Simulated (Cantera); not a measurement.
A Cantera script and its output.

```python
import numpy as np
import cantera as ct

gas = ct.Solution("h2o2.yaml")
gas.TPX = 900, 280, {'H2': 0.014, 'O2': 1, 'N2': 2}
reactor = ct.IdealGasConstPressureReactor(gas, energy="off", clone=False)
net = ct.ReactorNet([reactor])
net.rtol, net.atol = 1e-08, 1e-18
show = ['H2', 'O2', 'H2O2', 'HO2', 'OH']
times = np.geomspace(2e-05, 1, 15)

steps = ct.SolutionArray(gas, extra=["t"])
rows = []
print(f"{'t/s':>10s}{'T/K':>9s}{'P/Pa':>11s}" + "".join(f"{s:>11s}" for s in show))
for t in times:
    while net.time < t:
        t_next = net.step()
        steps.append(gas.state, t=t_next)
    rows.append([np.interp(t, steps.t, y) for y in (steps.T, steps.P, *steps(*show).X.T)])
    print(f"{t:10.3e}{rows[-1][0]:9.1f}{rows[-1][1]:11.4g}" + "".join(f"{x:11.3e}" for x in rows[-1][2:]))
rate = np.gradient(steps.T, steps.t)
print("integrator steps:", len(steps.t))
if steps.T.max() > steps.T[0] + 200:
    print(f"time of steepest temperature rise: {steps.t[rate.argmax()]:.4e} s")
gas.TPX = 900, 280, {'H2': 0.014, 'O2': 1, 'N2': 2}
gas.equilibrate("TP")
print(f"equilibrium (TP): T = {gas.T:.1f} K  " + "  ".join(f"{s} {gas[s].X[0]:.3e}" for s in show))
```

It prints:

```
       t/s      T/K       P/Pa         H2         O2       H2O2        HO2         OH
 2.000e-05    900.0        280  4.645e-03  3.318e-01  9.835e-23  2.995e-15  9.462e-18
 4.332e-05    900.0        280  4.645e-03  3.318e-01  3.924e-22  6.487e-15  3.765e-17
 9.382e-05    900.0        280  4.645e-03  3.318e-01  1.829e-21  1.405e-14  1.740e-16
 2.032e-04    900.0        280  4.645e-03  3.318e-01  8.155e-21  3.044e-14  7.637e-16
 4.401e-04    900.0        280  4.645e-03  3.318e-01  3.796e-20  6.594e-14  3.449e-15
 9.533e-04    900.0        280  4.645e-03  3.318e-01  1.768e-19  1.429e-13  1.511e-14
 2.065e-03    900.0        280  4.645e-03  3.318e-01  8.276e-19  3.099e-13  6.225e-14
 4.472e-03    900.0        280  4.645e-03  3.318e-01  3.890e-18  6.724e-13  2.298e-13
 9.686e-03    900.0        280  4.645e-03  3.318e-01  1.827e-17  1.461e-12  7.424e-13
 2.098e-02    900.0        280  4.645e-03  3.318e-01  8.613e-17  3.190e-12  2.382e-12
 4.544e-02    900.0        280  4.645e-03  3.318e-01  4.099e-16  7.112e-12  1.143e-11
 9.842e-02    900.0        280  4.645e-03  3.318e-01  2.160e-15  2.091e-11  2.006e-10
 2.132e-01    900.0        280  4.645e-03  3.318e-01  1.415e-13  2.665e-09  8.469e-08
 4.617e-01    900.0        280  1.300e-03  3.295e-01  1.112e-08  5.316e-07  2.911e-04
 1.000e+00    900.0        280  4.064e-05  3.289e-01  1.948e-09  3.529e-07  1.030e-04
integrator steps: 629
equilibrium (TP): T = 900.0 K  H2 4.929e-13  O2 3.302e-01  H2O2 9.636e-14  HO2 1.098e-11  OH 1.382e-08
```

Detailed kinetics in Cantera: the H2/O2 subset of GRI-Mech 3.0, which has no nitrogen chemistry. Radical loss at walls, strong at low pressure, is not modelled. Below about 950 K walls govern HO2 and H2O2 in real vessels.
